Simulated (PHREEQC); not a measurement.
Solution A (16 mmol/kgw HCl and 66 mmol/kgw LiCl) is mixed with solution B (0.016 mol/kgw CuCl2, 0.032 mol/kgw HCl and 0.091 mol/kgw H3BO3) at 25 °C; shares are by mass of water, 1 kg in all. Oxygen alone is held at its pressure in air (log pO2 = -0.68). CO2 from the air is kept out. Only these solids could form: Cu(OH)2, Atacamite.

Equilibrium calculation in PHREEQC: ion-association model, wateq4f.dat.

```tsv
share of solution B	pH	CuCl+ (mol/kgw)
0	1.87	0
0.05	1.85	6.71e-5
0.1	1.83	0.000133
0.15	1.81	0.000197
0.2	1.80	0.000260
0.25	1.78	0.000322
0.3	1.76	0.000382
0.35	1.74	0.000441
0.4	1.73	0.000499
0.45	1.71	0.000555
0.5	1.70	0.000609
0.55	1.68	0.000662
0.6	1.67	0.000714
0.65	1.66	0.000765
0.7	1.64	0.000814
0.75	1.63	0.000861
0.8	1.62	0.000907
0.85	1.61	0.000952
0.9	1.60	0.000995
0.95	1.58	0.00104
1	1.57	0.00108
```

Complexes and solids missing from the database can't appear.
